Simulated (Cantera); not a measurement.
Thermodynamics of chlorosilane synthesis and conversion, feed SiCl4 + HCl + H2

A closed system holds: 1 mol SiCl4, 5.2 mol HCl, 5.3 mol H2, equilibrated at 1298.15 K and 1 atm.

These are equilibrium values from Cantera (NASA tables, ideal gas, pure condensed phases), not measurements of a reactor. Candidate condensed phases: Si; 19 gas species. The tables' values for SiCl3 are old estimates; treat these amounts as uncertain. Kinetics and transport are ignored.

```
Property                              Value
--------------------------------  ---------
x(HCl)                                0.458
x(H2)                                 0.456
x(SiCl4)                             0.0812
x(SiHCl3)                           0.00365
x(SiCl3)                            0.00177
x(SiCl2)                           0.000230
x(SiH2Cl2)                          2.31e-5
gas amount                        11.51 mol
log10 activity of Si(s) (absent)      -3.73
```
